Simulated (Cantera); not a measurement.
Input: 1 mol B, 0.37 mol N2, 3.2 mol H2, a varied amount of H2O, equilibrated at 800 K and 54.0 Pa.

Method: chemical equilibrium by Gibbs-energy minimisation in Cantera with the NASA 1993 tables (ideal gas, pure condensed phases). Candidate condensed phases: B, BN, B2O3, B3O3H3, H2O; 39 gas species. N2 is the only nitrogen source here; it is nearly inert below about 1500 K, so the nitride shown seldom forms there in practice. Gases not in the tables: H3BO3. Rates play no part.

Problem. Which condensed phases are stable at each of these points (n(H2O) (mol)): 0.85, 3, 5.2, 7.3, 9.5, 12, 14?

Solution. 
```
n(H2O) (mol)  condensed phases  B condensed (%)
------------  ----------------  ---------------
0.85           BN(s) + B2O3(l)            100.0
3                      B2O3(l)             99.5
5.2                    B2O3(l)             98.4
7.3                    B2O3(l)             97.3
9.5                    B2O3(l)             96.0
12                     B2O3(l)             94.4
14                     B2O3(l)             93.2
```

At 0.85 mol H2O the condensed part is BN(s) + B2O3(l). From 3 mol H2O to 14 mol H2O the condensed part is B2O3(l). The share of B in condensed phases is highest at 0.85 mol H2O (100.0 %) and lowest at 14 mol H2O (93.2 %).
